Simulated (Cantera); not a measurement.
Cantera run, input and output.

```python
import numpy as np
import cantera as ct

surf = ct.Interface("ptcombust.yaml", "Pt_surf")
gas = surf.adjacent["gas"]
gas.TPX = 300, 15000, {'CH4': 0.056, 'O2': 0.058, 'N2': 0.79}
jet = ct.ImpingingJet(gas=gas, width=0.039, surface=surf)
jet.inlet.mdot, jet.inlet.T, jet.inlet.X = 0.021, 300, {'CH4': 0.056, 'O2': 0.058, 'N2': 0.79}
jet.set_refine_criteria(ratio=10, slope=0.2, curve=0.3)
show, cover = ['CH4', 'O2', 'H2O', 'OH', 'CO', 'CO2'], ["PT(S)", "H(S)", "O(S)", "OH(S)", "CO(S)", "C(S)"]

rows = []
print(f"{'Ts/K':>7s}" + "".join(f"{s:>11s}" for s in show + cover) + "   (gas at the wall, coverages)")
for i, Ts in enumerate([950, 1000, 1050, 1100, 1150]):
    jet.surface.T = Ts
    if i == 0:
        surf.TP = Ts, 15000
        surf.coverages = "PT(S):0.5, O(S):0.5"
        surf.advance_coverages(1.0)
        jet.set_initial_guess(products="inlet")
    jet.solve(loglevel=0, auto=(i == 0))
    rows.append([*(jet.X[gas.species_index(s), -1] for s in show), *surf[cover].coverages])
    print(f"{Ts:7g}" + "".join(f"{x:11.3e}" for x in rows[-1]))
```

Result:

```
   Ts/K        CH4         O2        H2O         OH         CO        CO2      PT(S)       H(S)       O(S)      OH(S)      CO(S)       C(S)   (gas at the wall, coverages)
    950  1.647e-02  4.503e-03  6.149e-02  2.432e-11  4.737e-02  3.419e-05  2.918e-01  2.137e-03  8.693e-08  5.503e-07  8.234e-02  6.237e-01
   1000  6.381e-03  1.784e-03  5.647e-02  8.069e-11  5.758e-02  1.319e-04  4.886e-01  3.171e-03  1.171e-07  8.732e-07  1.234e-01  3.848e-01
   1050  2.555e-03  7.927e-04  5.385e-02  3.381e-10  6.076e-02  9.697e-04  7.602e-01  3.544e-03  3.932e-07  1.834e-06  1.499e-01  8.640e-02
   1100  1.939e-03  6.352e-04  5.207e-02  1.210e-09  5.980e-02  2.804e-03  8.730e-01  3.235e-03  1.007e-06  2.699e-06  9.890e-02  2.481e-02
   1150  1.734e-03  5.889e-04  4.971e-02  3.720e-09  5.751e-02  5.688e-03  9.301e-01  2.882e-03  2.127e-06  3.456e-06  5.814e-02  8.827e-03
```

Cantera simulation using Deutschmann's 1995 Pt surface mechanism with GRI-Mech 3.0 gas chemistry; the numbers are that mechanism's predictions, not measurements. Catalytic surfaces can have several steady states; this one follows from the mechanism file's or the stated starting coverage.
